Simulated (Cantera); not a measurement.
An isothermal, constant-pressure homogeneous reactor starts with C2H6 : N2 = 1 : 51 (molar parts), at 2000 K and 1.90 bar. Integrator tolerance rtol = 1e-08.

Model: GRI-Mech 3.0 (53 species, 325 reactions), integrated in Cantera. GRI-Mech 3.0 stops at C3 and has no aromatics, soot or wall deposition, so with more carbon than oxygen in the feed, carbon stays in small species such as C2H2 where larger ones or solid carbon would form.

**Question.** What does this change do: pressure from 1.90 bar to 0.140 bar?

**Answer.** 
```tsv
quantity	before	after
x(C2H6) at 100 s	2.40e-10 (gas-phase equilibrium 3.96e-11)	<1e-12 (gas-phase equilibrium <1e-12)
x(H) at 100 s	0.000228 (gas-phase equilibrium 0.000228)	0.000838 (gas-phase equilibrium 0.000838)
x(CH2) at 100 s	2.38e-8 (gas-phase equilibrium 9.77e-9)	9.15e-9 (gas-phase equilibrium 9.73e-9)
x(C2H) at 100 s	1.81e-6 (gas-phase equilibrium 2.75e-7)	7.77e-6 (gas-phase equilibrium 1.02e-6)
x(H2) at 100 s	0.0369 (gas-phase equilibrium 0.0369)	0.0366 (gas-phase equilibrium 0.0366)
x(HCN) at 100 s	0.00559 (gas-phase equilibrium 0.0323)	0.000626 (gas-phase equilibrium 0.0322)
x(CH4) at 100 s	2.43e-5 (gas-phase equilibrium 1.00e-5)	6.86e-7 (gas-phase equilibrium 7.28e-7)
```
